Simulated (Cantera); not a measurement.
A closed system holds: 1 mol SiC, 0.58 mol H2, equilibrated at 2848 K and 0.0510 bar.

Equilibrium computed with Cantera from the NASA thermochemical tables; the gas is ideal and each condensed phase is pure. Candidate condensed phases: C, C6H6, C7H8, C8H18, Si, SiC; 87 gas species. Gases not in the tables: Si2H6 and higher silanes. Kinetics and transport are ignored.

Base state: Si 0.293, H2 0.236, H 0.208, SiC2 0.181, Si2C 0.0597, C2H2 (acetylene) 0.00922, SiH 0.00533, Si2 0.00393 (mole fractions); condensed: C(graphite).

**Question.** What changes in the equilibrium state with this change: H2 from 0.58 to 3.9 mol?

**Answer.** 
| species | before | after |
|---|---|---|
| H2 | 0.236 | 0.505 |
| H | 0.208 | 0.304 |
| Si | 0.293 | 0.0974 |
| SiC2 | 0.181 | 0.0599 |
| Si2C | 0.0597 | 0.00657 |
| C2H2 (acetylene) | 0.00922 | 0.0196 |
| Si3 | 0.000194 | 7.11e-6 |
| Si2 | 0.00393 | 0.000434 |
| CH3 | 3.82e-6 | 1.19e-5 |
| C(graphite), mol | 0.264 | 0 |
